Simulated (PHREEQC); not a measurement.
**Buffer: an equilibrium model**

Solution (27 °C): 78 mmol/kgw NaHSO4 and 0.4 mmol/kgw Na2HPO4. Closed to the air; pH follows from the charge balance.

Equilibrium calculation in PHREEQC: ion-association model, phreeqc.dat.

```
Item                          Value
--------------------  -------------
pH                             1.54
ionic strength        0.143 mol/kgw
specific conductance    19200 µS/cm
density                 1.004 g/cm³
total alkalinity       -77.6 meq/kg
```

```csv
species,molality,activity,log γ
Na+,0.0747,0.0571,-0.117
HSO4-,0.0414,0.0315,-0.119
H+,0.0358,0.0290,-0.091
SO4-2,0.0325,0.0107,-0.483
NaSO4-,0.00405,0.00310,-0.116
H3PO4,0.000306,0.000316,0.014
H2PO4-,9.42e-5,7.22e-5,-0.116
```

Precipitation was switched off in this run.
